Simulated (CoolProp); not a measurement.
Vapour-liquid equilibrium of hydrogen sulfide (1) + n-butane (2) at 1720 kPa; x and y are mole fractions of (1).

The numbers come from the multi-fluid Helmholtz-energy mixture model, Lemmon 2006 and Bücker 2006; pair parameters Kunz 2012 in CoolProp.

Q: Give the bubble temperature and the first vapour's composition at x = 0.05, 0.5, 0.95. Is there an azeotrope?

A: x = 0.05: 94.6 °C, y = 0.185; x = 0.5: 35.8 °C, y = 0.848; x = 0.95: 20.0 °C, y = 0.980. No azeotrope shows between x = 0.05 and 0.95.

The pair parameters rest on a limited set of measurements; away from them the model extrapolates.
